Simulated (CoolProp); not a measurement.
The numbers come from the reference Helmholtz-energy equation of state, de Reuck 1990 in CoolProp.

Task: Give the vapour pressure (bar), liquid density (kg/m³), vapour density (kg/m³) of saturated fluorine at -158.55, -153.75 °C.

Result: 
```
T (°C)   p (bar)  liquid density (kg/m³)  vapour density (kg/m³)
-------  -------  ----------------------  ----------------------
-158.55     11.9                    1260                    57.9
-153.75     15.8                    1210                    77.4
```
